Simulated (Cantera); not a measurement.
# Adiabatic ignition

An adiabatic, constant-pressure homogeneous reactor starts with H2 : O2 : N2 : H2O = 1 : 0.962 : 3.62 : 1.1 (molar parts), equivalence ratio 0.52, at 1475 K and 0.380 bar.

Model: GRI-Mech 3.0 (53 species, 325 reactions), integrated in Cantera.

| t (s) | T (K) | x H2 | x O2 | x H2O | x NO2 | x N2O | x O | x H |
|---|---|---|---|---|---|---|---|---|
| 3.00e-6 | 1475 | 0.150 | 0.144 | 0.165 | <1e-12 | <1e-12 | 2.56e-8 | 1.35e-7 |
| 1.01e-5 | 1475 | 0.150 | 0.144 | 0.165 | <1e-12 | <1e-12 | 4.02e-7 | 1.71e-6 |
| 3.37e-5 | 1477 | 0.146 | 0.142 | 0.167 | <1e-12 | 3.61e-10 | 0.000508 | 0.00211 |
| 0.000113 | 1846 | 0.0267 | 0.0776 | 0.272 | 6.82e-10 | 5.69e-8 | 0.0171 | 0.0281 |
| 0.000378 | 2161 | 0.0148 | 0.0728 | 0.302 | 3.77e-9 | 9.83e-8 | 0.00839 | 0.00812 |
| 0.00127 | 2325 | 0.00601 | 0.0718 | 0.321 | 3.18e-8 | 1.99e-7 | 0.00321 | 0.00178 |
| 0.00424 | 2340 | 0.00513 | 0.0718 | 0.323 | 1.12e-7 | 2.16e-7 | 0.00273 | 0.00139 |
| 0.0142 | 2339 | 0.00512 | 0.0715 | 0.324 | 3.59e-7 | 2.16e-7 | 0.00271 | 0.00138 |
| 0.0476 | 2337 | 0.00508 | 0.0705 | 0.324 | 1.09e-6 | 2.18e-7 | 0.00266 | 0.00136 |
| 0.160 | 2332 | 0.00500 | 0.0688 | 0.324 | 2.48e-6 | 2.30e-7 | 0.00255 | 0.00131 |
| 0.535 | 2329 | 0.00497 | 0.0681 | 0.324 | 3.07e-6 | 2.38e-7 | 0.00250 | 0.00130 |
| 1.79 | 2329 | 0.00497 | 0.0681 | 0.324 | 3.07e-6 | 2.38e-7 | 0.00250 | 0.00130 |
| 6.00 | 2329 | 0.00497 | 0.0681 | 0.324 | 3.07e-6 | 2.38e-7 | 0.00250 | 0.00130 |
x: mole fraction; the columns are a selection and need not sum to one.

| Quantity | Result |
|---|---|
| time of steepest temperature rise | 48.2 µs |
| temperature at 6.00 s | 2329 K |
| equilibrium temperature | 2329 K |
| x(H2) at 6.00 s | 0.00497 (gas-phase equilibrium 0.00497) |
| x(O2) at 6.00 s | 0.0681 (gas-phase equilibrium 0.0681) |
| x(H2O) at 6.00 s | 0.324 (gas-phase equilibrium 0.324) |
